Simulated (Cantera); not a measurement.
Charge: 1 mol Fe, 2.8 mol NH3, 140 mol H2, equilibrated at 7.50 Torr.

Cantera equilibrium calculation (NASA polynomials, part measured and part estimated; ideal gas, pure solids and liquids). Candidate condensed phases: Fe; 10 gas species. Rates play no part. All values below are at 1873 K.

Base state: H2 0.977, N2 0.00952, Fe 0.00680, H 0.00638 (mole fractions); condensed: gas only.

### Question
What changes in the equilibrium state with this change: NH3 from 2.8 to 0.85 mol?

### Answer
```
species   before    after
-------  -------  -------
H2         0.977    0.984
Fe       0.00680  0.00699
H        0.00638  0.00640
N2       0.00952  0.00297
```

### Question
What changes in the equilibrium state with this change: NH3 from 2.8 to 0.81 mol?

### Answer
```
species   before    after
-------  -------  -------
H2         0.977    0.984
Fe       0.00680  0.00699
H        0.00638  0.00640
N2       0.00952  0.00283
```
